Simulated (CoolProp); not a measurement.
Model: reference Helmholtz-energy equation of state, Zhou 2011, in CoolProp.

For dimethyl carbonate, give the phase and the Z, cp (kJ/(kg K)), expansivity (1/kK), fugacity coefficient at 326.85 °C and 1230 kPa; 326.85 °C and 1800 kPa; 326.85 °C and 2640 kPa.


- 326.85 °C and 1230 kPa: gas; Z 0.930, cp 1.91, expansivity 2.12, fugacity coefficient 0.933
- 326.85 °C and 1800 kPa: gas; Z 0.895, cp 1.94, expansivity 2.40, fugacity coefficient 0.903
- 326.85 °C and 2640 kPa: gas; Z 0.842, cp 2.00, expansivity 2.95, fugacity coefficient 0.860
